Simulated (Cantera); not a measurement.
## Adiabatic ignition

An adiabatic, constant-pressure homogeneous reactor starts with 13.2 % CH4, 16.5 % O2, 62.0 % N2, 8.31 % H2O, at 1425 K and 8.40 bar.

Computed with Cantera and GRI-Mech 3.0 (53 species, 325 reactions).

```csv
t (s),T (K),x CH4,x O2,x H2O,x CH2,x NO
6.00e-6,1425,0.132,0.165,0.0831,<1e-12,<1e-12
1.79e-5,1425,0.132,0.165,0.0831,6.79e-12,<1e-12
5.34e-5,1425,0.132,0.165,0.0832,6.39e-11,<1e-12
0.000159,1427,0.131,0.164,0.0836,1.60e-10,<1e-12
0.000475,1453,0.125,0.160,0.0883,1.78e-9,3.17e-12
0.00142,2603,4.56e-11,6.38e-5,0.220,2.72e-12,0.000257
0.00423,2602,4.61e-11,6.31e-5,0.220,2.73e-12,0.000394
0.0126,2602,4.61e-11,6.31e-5,0.220,2.73e-12,0.000401
0.0377,2602,4.61e-11,6.31e-5,0.220,2.73e-12,0.000401
0.112,2602,4.61e-11,6.31e-5,0.220,2.73e-12,0.000401
0.335,2602,4.61e-11,6.31e-5,0.220,2.73e-12,0.000401
1.00,2602,4.61e-11,6.31e-5,0.220,2.73e-12,0.000401
```
x: mole fraction; the columns are a selection and need not sum to one.

```yaml
time_of_steepest_temperature_rise: 0.694 ms
temperature at 1.00 s: 2602 K
equilibrium_temperature: 2602 K
x(CH4) at 1.00 s: 4.61e-11 (gas-phase equilibrium 5.23e-11)
x(O2) at 1.00 s: 6.31e-5 (gas-phase equilibrium 6.31e-5)
x(H2O) at 1.00 s: 0.220 (gas-phase equilibrium 0.220)
```
